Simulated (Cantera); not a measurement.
## Stirred combustor or abatement burner

A perfectly stirred reactor is fed with CO : H2 : O2 : N2 : CO2 = 1 : 0.042 : 0.326 : 1.22 : 0.67 (molar parts), at 0.630 bar; it is adiabatic with a 625 K inlet, and is followed from long to short residence time, starting on the burning branch (τ in s: 0.14, 0.052, 0.02, 0.0074, 0.0028, 0.0011, 0.0004, 0.00015, 5.7e-05).

Cantera simulation using GRI-Mech 3.0 (53 species, 325 reactions); the numbers are that mechanism's predictions, not measurements.

| τ (s) | T (K) | x CO | x H2 | x O2 | x H2O | x CO2 |
|---|---|---|---|---|---|---|
| 0.14 | 1993 | 0.139 | 0.000894 | 0.00334 | 0.0126 | 0.428 |
| 0.052 | 1944 | 0.145 | 0.000950 | 0.00649 | 0.0120 | 0.419 |
| 0.020 | 1872 | 0.154 | 0.00104 | 0.0109 | 0.0113 | 0.407 |
| 0.0074 | 1772 | 0.165 | 0.00116 | 0.0166 | 0.0103 | 0.391 |
| 0.0028 | 1652 | 0.178 | 0.00127 | 0.0227 | 0.00900 | 0.373 |
| 0.0011 | 1515 | 0.190 | 0.00133 | 0.0291 | 0.00747 | 0.354 |
| 0.00040 | 1305 | 0.217 | 0.00162 | 0.0438 | 0.00686 | 0.319 |
| 0.00015 | 625 | 0.307 | 0.0129 | 0.100 | <1e-12 | 0.206 |
| 5.7e-5 | 625 | 0.307 | 0.0129 | 0.100 | <1e-12 | 0.206 |
x: mole fraction; the columns are a selection and need not sum to one.
